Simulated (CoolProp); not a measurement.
Vapour-liquid equilibrium of benzene (1) + cyclohexane (2) at 0.385 MPa; x and y are mole fractions of (1).

The numbers come from the multi-fluid Helmholtz-energy mixture model, Thol 2012 and Zhou 2014; pair parameters Bell 2016 in CoolProp.

Question: Give the bubble temperature and the first vapour's composition at x = 0.2, 0.35, 0.65. Is there an azeotrope?

Answer: x = 0.2: 403.2 K, y = 0.235; x = 0.35: 402.0 K, y = 0.381; x = 0.65: 401.3 K, y = 0.642. y crosses x between x = 0.5 and 0.65: the model has an azeotrope there.

Pair parameters are fitted to limited data, so mixtures are less certain than the pure fluids.
